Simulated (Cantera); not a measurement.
A perfectly stirred reactor is fed with 4.30 % CH4, 95.6 % H2, 0.143 % CO2, at 1100 Pa; it is held at 2700 K, and followed from long to short residence time.

Computed with Cantera and GRI-Mech 3.0 (53 species, 325 reactions). GRI-Mech 3.0 stops at C3 and has no aromatics, soot or wall deposition, so with more carbon than oxygen in the feed, carbon stays in small species such as C2H2 where larger ones or solid carbon would form. Radical loss at walls, strong at low pressure, is not modelled.

Question: Predict: x(CH4) at τ = 1.40 s; x(H2) at τ = 1.40 s; x(CO2) at τ = 1.40 s; x(H) at τ = 1.40 s; x(CH2) at τ = 1.40 s; x(CH4) at τ = 46.0 ms; x(H2) at τ = 46.0 ms; x(CO2) at τ = 46.0 ms; x(H) at τ = 46.0 ms; x(CH2) at τ = 46.0 ms.

Answer: 
```
Quantity                 Result
---------------------  --------
x(CH4) at τ = 1.40 s    1.46e-6
x(H2) at τ = 1.40 s       0.631
x(CO2) at τ = 1.40 s    3.58e-8
x(H) at τ = 1.40 s        0.350
x(CH2) at τ = 1.40 s    1.24e-5
x(CH4) at τ = 46.0 ms  0.000492
x(H2) at τ = 46.0 ms      0.898
x(CO2) at τ = 46.0 ms   5.63e-6
x(H) at τ = 46.0 ms      0.0791
x(CH2) at τ = 46.0 ms  0.000102
```
